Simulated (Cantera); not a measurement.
## Thermodynamics of iron carbonyl, mercury and lead vapours, feed PbO + CO + N₂ + H₂

A closed system holds: 1 mol PbO, 0.98 mol CO, 0.24 mol N₂, 6.5 mol H₂, equilibrated at 1 atm.

Cantera equilibrium calculation (NASA polynomials, part measured and part estimated; ideal gas, pure solids and liquids). Candidate condensed phases: C, C₆H₆, C₇H₈, C₈H₁₈, H₂O, Pb, PbO, PbO₂, Pb₃O₄; 139 gas species. Kinetics and transport are ignored.

```tsv
T (K)	x H₂	x H₂O	x CO	x CH₄	x Pb	x N₂	x CO₂	n Pb(l)
848	0.583	0.227	0.0237	0.100	2.95e-7	0.0372	0.0285	1.000
948	0.692	0.140	0.0761	0.0307	4.73e-6	0.0330	0.0279	1.000
1048	0.726	0.115	0.104	0.00390	4.41e-5	0.0313	0.0196	1.000
1148	0.726	0.115	0.112	0.000437	0.000277	0.0311	0.0150	0.998
1248	0.723	0.117	0.115	6.51e-5	0.00128	0.0310	0.0120	0.990
1348	0.719	0.119	0.116	1.27e-5	0.00471	0.0309	0.00986	0.963
1448	0.710	0.119	0.117	3.05e-6	0.0144	0.0306	0.00828	0.887
1548	0.692	0.118	0.115	8.40e-7	0.0379	0.0299	0.00701	0.695
```
x: gas mole fraction; n: condensed amount in mol.

From 848 K to 1548 K the condensed part is Pb(l). The main Pb-bearing gas is Pb throughout.
